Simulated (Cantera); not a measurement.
A closed system holds: 1 mol MgO, 0.042 mol C, 0.016 mol H2, equilibrated at 2523 K.

These are equilibrium values from Cantera (NASA tables, ideal gas, pure condensed phases), not measurements of a reactor. Candidate condensed phases: C, C6H6, C7H8, C8H18, H2O, Mg, MgCO3, MgO, Mg(OH)2; 116 gas species. Rates play no part.

Problem. What share of the Mg ends up in condensed phases as a function of P (Pa), at 1, 5.60, 32, 180, 1000, 5600, 32000, 180000, 1000000?

Solution. 
```json
[
 {"P (Pa)": "1", "Mg condensed (%)": "0.0", "as": "-"},
 {"P (Pa)": "5.60", "Mg condensed (%)": "0.0", "as": "-"},
 {"P (Pa)": "32", "Mg condensed (%)": "0.0", "as": "-"},
 {"P (Pa)": "180", "Mg condensed (%)": "0.0", "as": "-"},
 {"P (Pa)": "1000", "Mg condensed (%)": "93.9", "as": "MgO(s)"},
 {"P (Pa)": "5600", "Mg condensed (%)": "95.3", "as": "MgO(s)"},
 {"P (Pa)": "32000", "Mg condensed (%)": "95.7", "as": "MgO(s)"},
 {"P (Pa)": "180000", "Mg condensed (%)": "95.8", "as": "MgO(s)"},
 {"P (Pa)": "1000000", "Mg condensed (%)": "95.8", "as": "MgO(s)"}
]
```
